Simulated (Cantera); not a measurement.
Charge: 1 mol Cr, 0.92 mol N2O, 2.2 mol N2, held at 1.33 mbar.

These are equilibrium values from Cantera (NASA tables, ideal gas, pure condensed phases), not measurements of a reactor. Candidate condensed phases: Cr, CrN, Cr2N, Cr2O3; 14 gas species. Mutual solubility and eutectic melting of coexisting phases are not modelled. Kinetics and transport are ignored.

Which condensed phases are stable at each of these points (T (K)): 1073, 1123, 1173, 1223, 1273, 1323, 1373, 1423, 1473, 1523, 1573?


```tsv
T (K)	condensed phases	Cr condensed (%)
1073	Cr2N(s) + Cr2O3(s)	100.0
1123	Cr2N(s) + Cr2O3(s)	100.0
1173	Cr2N(s) + Cr2O3(s)	100.0
1223	Cr2N(s) + Cr2O3(s)	100.0
1273	Cr(s) + Cr2O3(s)	100.0
1323	Cr(s) + Cr2O3(s)	100.0
1373	Cr(s) + Cr2O3(s)	100.0
1423	Cr(s) + Cr2O3(s)	100.0
1473	Cr(s) + Cr2O3(s)	99.9
1523	Cr(s) + Cr2O3(s)	99.8
1573	Cr(s) + Cr2O3(s)	99.4
```

From 1073 K to 1223 K the condensed part is Cr2N(s) + Cr2O3(s). From 1273 K to 1573 K the condensed part is Cr(s) + Cr2O3(s).
